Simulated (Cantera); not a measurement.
Cantera run:

```python
import numpy as np
import cantera as ct

gas_names = """
    CL CLF CLF3 CL2 F F2 Si SiCL SiCL2 SiCL3 SiCL4 SiF SiF2 SiF3 SiF4 Si2 Si3
""".split()
cond_names = """
    Si(cr) Si(L)
""".split()


# ... load() reads the species with a 1 bar reference pressure and builds the phases ...
atoms = {
    'Si': {'Si': 1},
    'Cl2': {'CL': 2},
    'F2': {'F': 2},
}
top_T = {}  # K; cautious upper limits of use, not melting points


# ... equilibrate(T, P, feed) seeds the gas with the atoms and calls Mixture.equilibrate('TP', solver="vcs", rtol=1e-11, max_steps=5000) ...
results = []
feed = {'Si': 1, 'Cl2': 9.7, 'F2': 8.3}  # mol
T = 625  # K
P = 1.9  # Pa
mix = equilibrate(T, P, feed)
results.append((T, P, feed, dict(zip(mix.species_names, mix.species_moles))))
print(gas.report(threshold=1e-05))
for i in range(1, mix.n_phases):
    print(f"{mix.phase(i).name:16s} {mix.phase_moles(i):12.5e} mol")
```

Output:

```
       temperature   625 K
          pressure   1.9 Pa
           density   2.2178e-05 kg/m^3
  mean mol. weight   60.658 kg/kmol
   phase of matter   gas

                          1 kg             1 kmol
                     ---------------   ---------------
          enthalpy       -1.9778e+06       -1.1997e+08  J
   internal energy       -2.0635e+06       -1.2517e+08  J
           entropy            5716.1        3.4673e+05  J/K
    Gibbs function       -5.5504e+06       -3.3667e+08  J
 heat capacity c_p             649.9             39422  J/K
 heat capacity c_v            512.83             31107  J/K

                      mass frac. Y      mole frac. X     chem. pot. / RT
                     ---------------   ---------------   ---------------
               CLF            0.6653           0.74117           -47.937
               CL2           0.23377               0.2           -40.228
              SiF4           0.10093          0.058823           -360.63
     [  +14 minor]        4.2527e-06        8.9249e-06

Si(cr)            0.00000e+00 mol
```

Method: chemical equilibrium by Gibbs-energy minimisation in Cantera with the NASA 1993 tables (ideal gas, pure condensed phases).
